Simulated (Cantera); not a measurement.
A perfectly stirred reactor is fed with C3H8 : O2 : N2 = 1 : 12.2 : 45.9 (molar parts), equivalence ratio 0.41, at 760 Torr; it is adiabatic with a 375 K inlet, and is followed from long to short residence time, starting on the burning branch (τ in s: 0.064, 0.033, 0.017, 0.0089, 0.0046, 0.0024, 0.0012, 0.00064, 0.00033, 0.00017, 9e-05, 4.7e-05).

Computed with Cantera and GRI-Mech 3.0 (53 species, 325 reactions). GRI-Mech 3.0 was tuned for natural gas; its chemistry of propane as a main component is partial and can be far from experiment.

Task: Predict: blow-out, bracketed by the residence times tried; x(C3H8) at τ = 64.0 ms; x(O2) at τ = 64.0 ms; x(H2O) at τ = 64.0 ms; x(CH4) at τ = 64.0 ms; x(C2H6) at τ = 64.0 ms; x(C3H8) at τ = 1.20 ms; x(O2) at τ = 1.20 ms.

Result: 
* **blow-out, bracketed by the residence times tried**: burning at 4.60 ms, out at 2.40 ms
* **x(C3H8) at τ = 64.0 ms**: 6.92e-6
* **x(O2) at τ = 64.0 ms**: 0.120
* **x(H2O) at τ = 64.0 ms**: 0.0662
* **x(CH4) at τ = 64.0 ms**: 6.75e-7
* **x(C2H6) at τ = 64.0 ms**: 5.33e-9
* **x(C3H8) at τ = 1.20 ms**: 0.0169
* **x(O2) at τ = 1.20 ms**: 0.206
